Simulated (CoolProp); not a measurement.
Carbonyl sulfide at 280 K and 2.5 MPa is throttled through a valve to 1.48 MPa with no heat exchange. Each further row changes one setting.

The numbers come from the reference Helmholtz-energy equation of state, Lemmon 2006 in CoolProp. It is a short technical equation, of lower accuracy than the large ones.

| case | temperature change (K) | final phase | final density (kg/m³) |
|---|---|---|---|
| as stated | ___ | liquid | 1040 |
| outlet pressure 0.444 MPa | ___ | ___ | ___ |
| outlet pressure 1.92 MPa | ___ | liquid | 1040 |

Q: Some entries are withheld; supply them.

A: 
- as stated, temperature change (K): +0.2
- outlet pressure 0.444 MPa, temperature change (K): -19.1
- outlet pressure 0.444 MPa, final phase: two-phase, vapour fraction 0.088
- outlet pressure 0.444 MPa, final density (kg/m³): 134
- outlet pressure 1.92 MPa, temperature change (K): +0.1
